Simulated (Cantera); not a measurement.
## Iron carbonyl, mercury and lead vapours: Fe(CO)₅ + CO + N₂

A closed system holds: 1 mol Fe(CO)₅, 0.57 mol CO, 2.2 mol N₂, at 101000 Pa.

Method: chemical equilibrium by Gibbs-energy minimisation in Cantera with the NASA 1993 tables (ideal gas, pure condensed phases). Candidate condensed phases: C, Fe, Fe(CO)₅, FeO, Fe₂O₃, Fe₃O₄; 27 gas species. Iron dissolves carbon and melts from about 1420 K in contact with it, which pure phases cannot show. The tables' stoichiometric FeO is somewhat more stable than real wüstite, so its field is too wide. FeO: taken at fixed stoichiometry. Condensed phases not in the tables: cementite and carbon dissolved in iron. The numbers say what is thermodynamically allowed, not how fast it happens.

| T (°C) | x CO | x N₂ | x CO₂ | x Fe | n C(graphite) | n FeO(s) | n Fe(α) | n Fe(γ) |
|---|---|---|---|---|---|---|---|---|
| 627 | 0.241 | 0.431 | 0.328 | <1e-12 | 2.67 | 1.00 | 0 | 0 |
| 702 | 0.433 | 0.384 | 0.183 | <1e-12 | 2.05 | 1.00 | 0 | 0 |
| 777 | 0.613 | 0.306 | 0.0813 | <1e-12 | 0.584 | 0 | 1.00 | 0 |
| 852 | 0.682 | 0.291 | 0.0275 | 3.32e-12 | 0.208 | 0 | 1.00 | 0 |
| 927 | 0.705 | 0.286 | 0.00951 | 4.90e-11 | 0.0732 | 0 | 0 | 1.00 |
| 1002 | 0.712 | 0.284 | 0.00360 | 5.21e-10 | 0.0279 | 0 | 0 | 1.00 |
| 1077 | 0.715 | 0.284 | 0.00151 | 4.24e-9 | 0.0117 | 0 | 0 | 1.00 |
| 1152 | 0.716 | 0.283 | 0.000694 | 2.76e-8 | 0.00539 | 0 | 0 | 1.00 |
| 1227 | 0.716 | 0.283 | 0.000345 | 1.48e-7 | 0.00268 | 0 | 0 | 1.000 |
x: gas mole fraction; n: condensed amount in mol.

From 627 °C to 702 °C the condensed part is C(graphite) + FeO(s). From 777 °C to 852 °C the condensed part is C(graphite) + Fe(α). From 927 °C to 1227 °C the condensed part is C(graphite) + Fe(γ).
